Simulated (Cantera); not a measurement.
Charge: 1 mol SiC, 0.27 mol N2O, 100 mol N2, 0.05 mol O2, equilibrated at 79.0 mbar.

These are equilibrium values from Cantera (NASA tables, ideal gas, pure condensed phases), not measurements of a reactor. Candidate condensed phases: C, Si, SiC, SiO2, Si2N2O, Si3N4; 34 gas species. Mutual solubility and eutectic melting of coexisting phases are not modelled. The tables' values for SiN are old estimates; treat these amounts as uncertain. The numbers say what is thermodynamically allowed, not how fast it happens.

x: gas mole fraction; n: condensed amount in mol.

```json
[
 {"T (K)": "1250", "x N2": "1.000", "x CO": "2.51e-6", "x SiO": "8.45e-11", "x Si": "<1e-12", "x SiN": "<1e-12", "x Si2C": "<1e-12", "x Si2N": "<1e-12", "n C(graphite)": "1.000", "n Si2N2O(s)": "0.370", "n Si3N4(s)": "0.0868", "n SiC(s)": "0"},
 {"T (K)": "1350", "x N2": "1.000", "x CO": "2.61e-5", "x SiO": "5.32e-9", "x Si": "2.01e-12", "x SiN": "1.47e-12", "x Si2C": "<1e-12", "x Si2N": "<1e-12", "n C(graphite)": "0.997", "n Si2N2O(s)": "0.367", "n Si3N4(s)": "0.0884", "n SiC(s)": "0"},
 {"T (K)": "1450", "x N2": "1.000", "x CO": "0.000196", "x SiO": "1.87e-7", "x Si": "1.41e-10", "x SiN": "6.32e-11", "x Si2C": "<1e-12", "x Si2N": "<1e-12", "n C(graphite)": "0.980", "n Si2N2O(s)": "0.350", "n Si3N4(s)": "0.0997", "n SiC(s)": "0"},
 {"T (K)": "1550", "x N2": "0.998", "x CO": "0.00245", "x SiO": "6.15e-6", "x Si": "3.78e-9", "x SiN": "1.11e-9", "x Si2C": "8.42e-12", "x Si2N": "1.59e-11", "n C(graphite)": "0", "n Si2N2O(s)": "0.123", "n Si3N4(s)": "0", "n SiC(s)": "0.754"},
 {"T (K)": "1650", "x N2": "0.997", "x CO": "0.00243", "x SiO": "7.20e-5", "x Si": "1.23e-7", "x SiN": "2.48e-8", "x Si2C": "5.44e-10", "x Si2N": "1.59e-9", "n C(graphite)": "0", "n Si2N2O(s)": "0.119", "n Si3N4(s)": "0", "n SiC(s)": "0.756"},
 {"T (K)": "1750", "x N2": "0.996", "x CO": "(withheld)", "x SiO": "(withheld)", "x Si": "(withheld)", "x SiN": "3.64e-7", "x Si2C": "(withheld)", "x Si2N": "(withheld)", "n C(graphite)": "0", "n Si2N2O(s)": "(withheld)", "n Si3N4(s)": "(withheld)", "n SiC(s)": "0.710"},
 {"T (K)": "1850", "x N2": "0.996", "x CO": "0.00186", "x SiO": "0.00182", "x Si": "3.04e-5", "x SiN": "3.27e-6", "x Si2C": "4.18e-7", "x Si2N": "1.86e-6", "n C(graphite)": "0", "n Si2N2O(s)": "0", "n Si3N4(s)": "0", "n SiC(s)": "0.813"},
 {"T (K)": "1950", "x N2": "0.996", "x CO": "0.00193", "x SiO": "0.00175", "x Si": "(withheld)", "x SiN": "1.18e-5", "x Si2C": "(withheld)", "x Si2N": "(withheld)", "n C(graphite)": "0", "n Si2N2O(s)": "0", "n Si3N4(s)": "0", "n SiC(s)": "0.806"},
 {"T (K)": "2050", "x N2": "0.996", "x CO": "0.00215", "x SiO": "0.00152", "x Si": "0.000528", "x SiN": "3.43e-5", "x Si2C": "1.78e-5", "x Si2N": "2.33e-5", "n C(graphite)": "0", "n Si2N2O(s)": "0", "n Si3N4(s)": "0", "n SiC(s)": "0.781"},
 {"T (K)": "2150", "x N2": "0.995", "x CO": "0.00266", "x SiO": "0.00101", "x Si": "0.00141", "x SiN": "7.40e-5", "x Si2C": "6.96e-5", "x Si2N": "4.24e-5", "n C(graphite)": "0", "n Si2N2O(s)": "0", "n Si3N4(s)": "0", "n SiC(s)": "0.723"}
]
```

Problem. Some entries are withheld; supply them.

Solution. 
- 1950, x Si: 0.000143
- 1950, x Si2C: 3.16e-6
- 1950, x Si2N: 7.75e-6
- 1750, x CO: 0.00289
- 1750, x SiO: 0.000671
- 1750, x Si: 2.52e-6
- 1750, x Si2C: 2.03e-8
- 1750, x Si2N: 8.23e-8
- 1750, n Si2N2O(s): 0.0124
- 1750, n Si3N4(s): 0.0658
